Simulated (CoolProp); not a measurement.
Dimethyl carbonate along the isotherm 573.6 K: density (kg/m³) from the reference equation and from simpler models built on Tc = 557.0 K, pc = 49.09 bar, ω = 0.346; each cubic takes its own stable root.

Model: reference Helmholtz-energy equation of state, Zhou 2011, in CoolProp.

| p (bar) | phase | reference | ideal gas | Redlich-Kwong |
|---|---|---|---|---|
| 17.5 | gas | 37.57 | 33.05 | 37.58 |
| 35.1 | gas | 90.92 | (withheld) | 90.75 |
| 52.6 | supercritical | 198.3 | 99.35 | 200.3 |
| 70.1 | supercritical | 484.2 | 132.4 | 422.6 |
| 87.7 | supercritical | 561.8 | 165.6 | 483.9 |
| 105 | supercritical | 599.9 | 198.3 | 520.8 |
| 123 | supercritical | (withheld) | 232.3 | 549.1 |
| 140 | supercritical | (withheld) | 264.4 | 570.7 |
| 158 | supercritical | 663.5 | 298.4 | 589.9 |
| 175 | supercritical | 677.1 | 330.5 | 605.7 |
| 193 | supercritical | 689.8 | 364.5 | 620.4 |
| 210 | supercritical | (withheld) | 396.6 | 632.9 |
| 228 | supercritical | 710.6 | 430.6 | 644.9 |
| 245 | supercritical | 719.3 | (withheld) | 655.3 |

Task: Fill in the missing entries.

Result: 
- 35.1, ideal gas: 66.30
- 123, reference: 626.9
- 140, reference: 646.5
- 210, reference: 700.4
- 245, ideal gas: 462.7
